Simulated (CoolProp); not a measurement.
Model: reference Helmholtz-energy equation of state, Lemmon 2006, in CoolProp. It is a short technical equation, of lower accuracy than the large ones.

### Question
For CH3F (R41), give the phase and the density (kg/m³), cp (kJ/(kg K)), speed of sound (m/s), Joule-Thomson coefficient (K/MPa) at 348.3 K and 7.37 bar; 372.1 K and 7.37 bar.

### Answer
- 348.3 K and 7.37 bar: gas; density 8.99, cp 1.26, speed of sound 320, Joule-Thomson coefficient 11.5
- 372.1 K and 7.37 bar: gas; density 8.35, cp 1.29, speed of sound 331, Joule-Thomson coefficient 9.55
